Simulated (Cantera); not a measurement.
A closed system holds: 1 mol SiH2Cl2, 0.47 mol N2, 2 mol H2, equilibrated at 10.0 Torr.

These are equilibrium values from Cantera (NASA tables, ideal gas, pure condensed phases), not measurements of a reactor. Candidate condensed phases: NH4Cl, Si, Si3N4; 28 gas species. Mutual solubility and eutectic melting of coexisting phases are not modelled. The tables' values for SiCl3, SiCl are old estimates; treat these amounts as uncertain. Kinetics and transport are ignored. All values below are at 1673 K.

Base state: H2 0.615, HCl 0.158, SiCl2 0.147, N2 0.0747, SiCl3 0.00316, H 0.000774, Cl 0.000156, SiCl 0.000142 (mole fractions); condensed: Si(s) + Si3N4(s).

### Question
What changes in the equilibrium state with this change: pressure from 10.0 Torr to 12.8 Torr?

### Answer
```
species          before     after
-------------  --------  --------
H2                0.615     0.626
HCl               0.158     0.161
SiCl2             0.147     0.149
N2               0.0747    0.0585
SiH2Cl2         1.19e-5   1.56e-5
SiHCl3          9.89e-5  0.000130
SiCl4          0.000142  0.000186
Si              3.13e-5   2.46e-5
SiCl3           0.00316   0.00365
Si(s), mol        0.128    0.0175
Si3N4(s), mol    0.0739     0.111
```

### Question
What changes in the equilibrium state with this change: pressure from 10.0 Torr to 1.13 Torr?

### Answer
```json
[
 {"species": "H2", "before": "0.615", "after": "0.592"},
 {"species": "HCl", "before": "0.158", "after": "0.154"},
 {"species": "SiCl2", "before": "0.147", "after": "0.144"},
 {"species": "N2", "before": "0.0747", "after": "0.105"},
 {"species": "SiH2Cl2", "before": "1.19e-5", "after": "1.26e-6"},
 {"species": "SiHCl3", "before": "9.89e-5", "after": "1.06e-5"},
 {"species": "SiCl4", "before": "0.000142", "after": "1.54e-5"},
 {"species": "Si(s), mol", "before": "0.128", "after": "0.346"},
 {"species": "Si3N4(s), mol", "before": "0.0739", "after": "0"}
]
```
